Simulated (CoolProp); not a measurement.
A simple Rankine cycle with R1224YDZ: condensing at 311.15 K, boiler at 2.1 MPa, turbine inlet 405 K, turbine efficiency 0.7, pump efficiency 0.6, no recuperator. Each further row changes one setting.

The numbers come from the reference Helmholtz-energy equation of state, Akasaka 2023 in CoolProp.

```csv
case,thermal efficiency (%),net work (kJ/kg),heat in (kJ/kg),turbine exit temperature (K),volume ratio over the turbine
as stated,11.3,23.6,209,[?],[?]
turbine inlet 425 K,[?],26.8,[?],369.6,10.6
condensing temperature 303.15 K,[?],26.7,219,338.4,15.4
boiler pressure 1.47 MPa,[?],[?],224,361.1,7.06
turbine efficiency 0.6,9.5,19.9,209,[?],12.0
```

Some entries are withheld; supply them.


- as stated, turbine exit temperature (K): 343.2
- as stated, volume ratio over the turbine: 11.8
- turbine inlet 425 K, thermal efficiency (%): 11.4
- turbine inlet 425 K, heat in (kJ/kg): 236
- condensing temperature 303.15 K, thermal efficiency (%): 12.2
- boiler pressure 1.47 MPa, thermal efficiency (%): 10.1
- boiler pressure 1.47 MPa, net work (kJ/kg): 22.6
- turbine efficiency 0.6, turbine exit temperature (K): 347.4
